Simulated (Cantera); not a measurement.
A freely propagating, adiabatic, planar premixed flame of H2 : O2 : N2 = 1 : 0.385 : 1.45 (molar parts), equivalence ratio 1.3, unburnt at 500 K and 190000 Pa; mixture-averaged transport, grid criteria slope 0.08 and curve 0.16, no radiation.

Cantera simulation using the H2/O2 subset of GRI-Mech 3.0, which has no nitrogen chemistry; the numbers are that mechanism's predictions, not measurements. Burning velocities carry a grid error of a few per cent, more on coarse grids.

**Question.** Predict: laminar burning velocity; thermal thickness; peak x(O); peak x(H2O2); peak x(H); peak x(HO2).

**Answer.** laminar burning velocity: 651 cm/s
thermal thickness: 0.184 mm
peak x(O): 0.00785
peak x(H2O2): 5.11e-5
peak x(H): 0.0645
peak x(HO2): 0.000575
